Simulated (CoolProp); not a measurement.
Propylene along the isobar 11.9 MPa: Z from the reference equation and from simpler models built on Tc = 364.2 K, pc = 4.555 MPa, ω = 0.146; each cubic takes its own stable root.

Model: reference Helmholtz-energy equation of state, Lemmon 2013, in CoolProp.

```csv
T (K),phase,reference,van der Waals,Redlich-Kwong,Peng-Robinson
246.5,liquid,0.4082,0.6204,0.4364,0.3827
267.5,liquid,0.3925,0.5903,0.4209,(withheld)
288.5,liquid,0.3814,0.5670,0.4110,0.3595
309.5,liquid,0.3749,0.5494,(withheld),0.3562
330.5,liquid,0.3732,0.5373,0.4079,0.3592
351.5,liquid,0.3777,0.5305,0.4160,0.3701
372.5,supercritical,0.3908,0.5294,0.4327,(withheld)
393.5,supercritical,0.4178,0.5346,0.4607,0.4298
414.6,supercritical,0.4665,0.5474,0.5029,0.4872
435.6,supercritical,0.5372,0.5687,0.5579,0.5577
456.6,supercritical,0.6132,0.5988,0.6180,0.6276
477.6,supercritical,0.6801,0.6358,0.6744,0.6886
498.6,supercritical,0.7352,0.6753,0.7232,0.7395
```

### Question
Some entries are withheld; supply them.

### Answer

- 267.5, Peng-Robinson: 0.3684
- 309.5, Redlich-Kwong: 0.4066
- 372.5, Peng-Robinson: 0.3921
